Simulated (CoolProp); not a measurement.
A closed Brayton cycle with nitrogen: compressor inlet 330.15 K and 2.1 MPa, high pressure 4.75 MPa, turbine inlet 805 K, compressor efficiency 0.85, turbine efficiency 0.9, recuperator effectiveness 0.95 (on enthalpy, no pinch check). Each further row changes one setting.

Model: reference Helmholtz-energy equation of state, Span 2000, in CoolProp.

```json
[
 {"case": "as stated", "thermal efficiency (%)": "30.4", "net work (kJ/kg)": "52.8", "compressor to turbine work": "0.67", "compressor exit (K)": "432.6", "turbine exit (K)": "662.2"},
 {"case": "turbine inlet 755 K", "thermal efficiency (%)": "26.5", "net work (kJ/kg)": "42.8", "compressor to turbine work": "0.71", "compressor exit (K)": "432.6", "turbine exit (K)": "619.8"},
 {"case": "compressor inlet 340.15 K", "thermal efficiency (%)": "(withheld)", "net work (kJ/kg)": "49.5", "compressor to turbine work": "0.69", "compressor exit (K)": "(withheld)", "turbine exit (K)": "662.2"},
 {"case": "high pressure 4.04 MPa", "thermal efficiency (%)": "32.0", "net work (kJ/kg)": "47.1", "compressor to turbine work": "(withheld)", "compressor exit (K)": "(withheld)", "turbine exit (K)": "(withheld)"},
 {"case": "recuperator effectiveness 0.5", "thermal efficiency (%)": "18.5", "net work (kJ/kg)": "52.8", "compressor to turbine work": "0.67", "compressor exit (K)": "432.6", "turbine exit (K)": "662.2"}
]
```

Question: Some entries are withheld; supply them.

Answer: 
- compressor inlet 340.15 K, thermal efficiency (%): 28.6
- compressor inlet 340.15 K, compressor exit (K): 445.5
- high pressure 4.04 MPa, compressor to turbine work: 0.64
- high pressure 4.04 MPa, compressor exit (K): 410.3
- high pressure 4.04 MPa, turbine exit (K): 688.5
